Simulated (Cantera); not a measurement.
Charge: 1 mol MgO, 0.015 mol H2O, held at 1377 °C and 525 Torr.

These are equilibrium values from Cantera (NASA tables, ideal gas, pure condensed phases), not measurements of a reactor. Candidate condensed phases: H2O, Mg, MgO, Mg(OH)2; 15 gas species. Kinetics and transport are ignored.

Base state: H2O 0.999, H2 0.000763, O2 0.000337, OH 0.000177 (mole fractions); condensed: MgO(s).

### Question
What changes in the equilibrium state with this change: pressure from 525 Torr to 100 Torr?

### Answer
```csv
species,before,after
H2O,0.999,0.998
H2,0.000763,0.00132
O2,0.000337,0.000587
OH,0.000177,0.000308
"MgO(s), mol",1.00,1.00
```
